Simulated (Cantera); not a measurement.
**Gas-phase reforming**

An isothermal, constant-pressure homogeneous reactor starts with 35.5 % CH₄, 53.2 % CO₂, 11.3 % H₂, at 1525 K and 825 Torr.

Cantera simulation using GRI-Mech 3.0 (53 species, 325 reactions); the numbers are that mechanism's predictions, not measurements.

```csv
t (s),x CH₄,x CO₂,x H₂,x HO₂,x OH,x C₂H₂,x O₂
2.00e-6,0.355,0.532,0.113,<1e-12,4.90e-10,<1e-12,<1e-12
1.26e-5,0.355,0.532,0.113,<1e-12,1.40e-9,<1e-12,<1e-12
7.96e-5,0.355,0.532,0.113,<1e-12,6.72e-9,1.77e-10,<1e-12
0.000502,0.354,0.532,0.114,<1e-12,1.71e-8,2.23e-7,<1e-12
0.00317,0.352,0.530,0.114,<1e-12,2.73e-8,5.96e-5,<1e-12
0.0200,0.333,0.515,0.123,<1e-12,3.94e-8,0.00400,<1e-12
0.126,0.244,0.422,0.157,<1e-12,1.02e-7,0.0366,1.66e-12
0.796,0.0702,0.174,0.174,<1e-12,3.31e-7,0.0924,2.31e-12
5.02,0.0320,0.0941,0.265,<1e-12,2.43e-7,0.0553,<1e-12
31.7,0.0179,0.0485,0.360,<1e-12,1.19e-7,0.0104,<1e-12
200,0.00295,0.0333,0.404,<1e-12,8.24e-8,0.000213,<1e-12
```
x: mole fraction; the columns are a selection and need not sum to one.

Equilibrium at this temperature and pressure: CH₄ 1.80e-6, CO₂ 0.0318, H₂ 0.409, HO₂ <1e-12, OH 7.92e-8, C₂H₂ 9.27e-11, O₂ <1e-12 (gas phase only).
